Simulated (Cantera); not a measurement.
Feed: 1 mol FeS, 17 mol H₂, 2.9 mol N₂, held at 21.0 mbar.

Method: chemical equilibrium by Gibbs-energy minimisation in Cantera with the NASA 1993 tables (ideal gas, pure condensed phases). Candidate condensed phases: Fe, FeS, FeS₂, S; 16 gas species. Metal and sulfide melt together well below either melting point, which pure phases cannot show. Mutual solubility and eutectic melting of coexisting phases are not modelled. FeS: taken at fixed stoichiometry. Kinetics and transport are ignored. All values below are at 1448 K.

Base state: H₂ 0.843, N₂ 0.146, H₂S 0.0111, S₂ 0.000372, SH 0.000232, H 5.84e-5 (mole fractions); condensed: Fe(γ) + FeS(s).

### Question
What changes in the equilibrium state with this change: pressure from 21.0 mbar to 73.0 Pa?

### Answer
```csv
species,before,after
H₂,0.843,0.833
N₂,0.146,0.144
H₂S,0.0111,0.0110
S₂,0.000372,0.0107
Fe,2.27e-6,6.53e-5
S,2.90e-6,8.35e-5
H,5.84e-5,0.000311
SH,0.000232,0.00124
"Fe(γ), mol",0.241,0.678
"FeS(s), mol",0.759,0.321
```
